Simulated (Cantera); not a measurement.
# Thermodynamics of silicon nitride deposition, feed SiCl4 + NH3

Feed: 1 mol SiCl4, 20 mol NH3.

Cantera equilibrium calculation (NASA polynomials, part measured and part estimated; ideal gas, pure solids and liquids). Candidate condensed phases: NH4Cl, Si, Si3N4; 28 gas species. The tables' values for SiCl3 are old estimates. Kinetics and transport are ignored.

Stable condensed phases:

```
T in °C \ P in Pa
              5     26    140    710   3700  19000 100000
   1777       A      A      A      A      B      B      B
   1702       A      A      A      B      B      B      C
   1627       A      A      A      B      B      C      C
   1552       A      A      B      B      B      C      C
   1477       A      A      B      B      C      C      C
   1402       A      B      B      C      C      C      C
   1327       B      B      C      C      C      C      C
   1252       B      B      C      C      C      C      C
   1177       B      C      C      C      C      C      C
```

A: gas only; B: Si; C: Si3N4.
